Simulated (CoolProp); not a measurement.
Model: reference Helmholtz-energy equation of state, Thol 2012, in CoolProp.

Give the vapour pressure (bar), liquid density (kg/m³), vapour Z, liquid viscosity (µPa s) of saturated benzene at 302.9, 406.5 K.


| T (K) | p (bar) | liquid density (kg/m³) | vapour Z | liquid viscosity (µPa s) |
|---|---|---|---|---|
| 302.9 | 0.157 | 868 | 0.991 | 564 |
| 406.5 | 4.09 | 751 | 0.909 | 199 |

Viscosity comes from a separate model (Avgeri 2014).
